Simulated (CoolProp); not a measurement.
Saturation properties of R1123.

Model: reference Helmholtz-energy equation of state, Akasaka 2020, in CoolProp.

```
T (K)  p (MPa)  liquid density (kg/m³)  vapour density (kg/m³)  liquid cp (kJ/(kg K))
-----  -------  ----------------------  ----------------------  ---------------------
222.5   0.1698                    1311                   7.946                  1.301
230.4   0.2409                    1285                   11.05                  1.319
238.3   0.3329                    1258                   15.04                  1.340
246.2   0.4493                    1230                   20.07                  1.364
254.2   0.5961                    1200                   26.44                  1.393
262.1   0.7738                    1170                   34.25                  1.427
270     0.9882                    1137                   43.90                  1.469
277.9    1.244                    1102                   55.80                  1.521
285.8    1.546                    1064                   70.52                  1.589
293.7    1.899                    1023                   88.91                  1.680
301.6    2.309                   976.8                   112.3                  1.811
309.5    2.783                   923.9                   142.8                  2.020
317.4    3.328                   859.6                   185.3                  2.429
```

It boils at 211.9 K under 1 atm.
